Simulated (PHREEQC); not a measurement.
Consider water at 25 °C with 0.021 mol NiSO4, 0.0035 mol MgSO4 and 4.3e-05 mol Na2SO4 per kg of water. Closed to the air; pH follows from the charge balance.

Computed with PHREEQC (ion-association model, wateq4f.dat).

No solid was allowed to form.

Question: Predict the pH, ionic strength.

Answer: pH 6.15; ionic strength 0.0623 mol/kgw.

Question: In which forms is S present?

Answer: SO4-2 64 %, NiSO4 30 %, MgSO4 5.9 % of the S.
